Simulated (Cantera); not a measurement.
Charge: 1 mol CO, 8.5 mol H₂, at 2427 °C and 0.00930 bar.

Method: chemical equilibrium by Gibbs-energy minimisation in Cantera with the NASA 1993 tables (ideal gas, pure condensed phases). Candidate condensed phases: C, C₆H₆, C₇H₈, C₈H₁₈, H₂O; 110 gas species. Kinetics and transport are ignored.

Question: What is the equilibrium state?

Answer: 
| Item | Result |
|---|---|
| x(H₂) | 0.500 |
| x(H) | 0.417 |
| x(CO) | 0.0833 |
| x(H₂O) | 1.28e-6 |
| x(C) | 1.06e-6 |
| gas amount | 12.00 mol |
| log10 activity of C(graphite) (absent) | -2.33 |
